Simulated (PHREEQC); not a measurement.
## Leach liquor (model solution)

Make-up at 85 °C: 0.11 mol HCl, 0.0059 mol ZnSO4 and 0.035 mol MnSO4 per kg of water. Closed to the air; pH follows from the charge balance.

Model: ion-association model, phreeqc.dat, run in PHREEQC.

```
Item                          Value
--------------------  -------------
pH                             1.23
ionic strength        0.179 mol/kgw
specific conductance    81000 µS/cm
density                 0.976 g/cm³
total alkalinity        -110 meq/kg
```

```json
[
 {"species": "Cl-", "molality": "0.104", "activity": "0.0722", "log γ": "-0.158"},
 {"species": "H+", "molality": "0.0761", "activity": "0.0595", "log γ": "-0.107"},
 {"species": "HSO4-", "molality": "0.0339", "activity": "0.0245", "log γ": "-0.141"},
 {"species": "Mn+2", "molality": "0.0282", "activity": "0.00839", "log γ": "-0.526"},
 {"species": "MnCl+", "molality": "0.00343", "activity": "0.00247", "log γ": "-0.142"},
 {"species": "SO4-2", "molality": "0.00338", "activity": "0.000896", "log γ": "-0.577"},
 {"species": "MnSO4", "molality": "0.00333", "activity": "0.00347", "log γ": "0.018"},
 {"species": "Zn+2", "molality": "0.00326", "activity": "0.000878", "log γ": "-0.570"},
 {"species": "ZnCl+", "molality": "0.00221", "activity": "0.00154", "log γ": "-0.155"},
 {"species": "ZnSO4", "molality": "0.000260", "activity": "0.000271", "log γ": "0.018"},
 {"species": "ZnCl2", "molality": "0.000137", "activity": "0.000143", "log γ": "0.018"},
 {"species": "MnCl2", "molality": "7.46e-5", "activity": "7.78e-5", "log γ": "0.018"}
]
```

No solid was allowed to form. Complexes and solids missing from the database can't appear. Constants without temperature data keep their 25 °C values here.
